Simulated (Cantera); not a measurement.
A perfectly stirred reactor is fed with H₂ : O₂ = 0.045 : 1 (molar parts), equivalence ratio 0.022, at 0.00257 atm; it is held at 1473 K, and followed from long to short residence time.

Model: GRI-Mech 3.0 (53 species, 325 reactions), integrated in Cantera. Radical loss at walls, strong at low pressure, is not modelled. The temperature is held fixed by assumption; the heat of reaction is taken as removed at once.

One state of this run: x H₂ = 0.00126; x O₂ = 0.920; x HO₂ = 2.69e-7; x H = 0.00410; x O = 0.0318; x H₂O₂ = 7.32e-9; x H₂O = 0.0365. x: mole fraction; the columns are a selection and need not sum to one.

Problem. Which value of τ (s) does it belong to?
A. 0.62
B. 22
C. 1.5
D. 0.044

Solution. D, 0.044
